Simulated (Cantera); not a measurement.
# Stirred combustor or abatement burner

A perfectly stirred reactor is fed with H₂ : O₂ : N₂ = 1 : 1 : 3.76 (molar parts), equivalence ratio 0.50, at 0.480 bar; it is adiabatic with a 300 K inlet, and is followed from long to short residence time, starting on the burning branch (τ in s: 0.083, 0.031, 0.011, 0.0041, 0.0015, 0.00055, 0.0002, 7.4e-05, 2.7e-05).

Cantera simulation using GRI-Mech 3.0 (53 species, 325 reactions); the numbers are that mechanism's predictions, not measurements.

| τ (s) | T (K) | x H₂ | x O₂ | x OH | x H | x NO | x H₂O₂ | x HO₂ |
|---|---|---|---|---|---|---|---|---|
| 0.083 | 1633 | 0.000410 | 0.0945 | 0.00189 | 8.17e-5 | 6.15e-6 | 1.85e-7 | 3.41e-6 |
| 0.031 | 1624 | 0.000784 | 0.0944 | 0.00257 | 0.000219 | 5.20e-6 | 2.81e-7 | 5.87e-6 |
| 0.011 | 1608 | 0.00153 | 0.0941 | 0.00347 | 0.000605 | 4.97e-6 | 4.35e-7 | 9.88e-6 |
| 0.0041 | 1579 | 0.00280 | 0.0940 | 0.00443 | 0.00153 | 5.74e-6 | 6.78e-7 | 1.51e-5 |
| 0.0015 | 1527 | 0.00503 | 0.0942 | 0.00526 | 0.00370 | 7.12e-6 | 1.14e-6 | 2.16e-5 |
| 0.00055 | 1443 | 0.00881 | 0.0954 | 0.00554 | 0.00803 | 7.61e-6 | 2.09e-6 | 2.93e-5 |
| 0.00020 | 1313 | 0.0173 | 0.100 | 0.00483 | 0.0147 | 5.23e-6 | 3.95e-6 | 4.03e-5 |
| 7.4e-5 | 300 | 0.174 | 0.174 | <1e-12 | <1e-12 | <1e-12 | <1e-12 | <1e-12 |
| 2.7e-5 | 300 | 0.174 | 0.174 | <1e-12 | <1e-12 | <1e-12 | <1e-12 | <1e-12 |
x: mole fraction; the columns are a selection and need not sum to one.
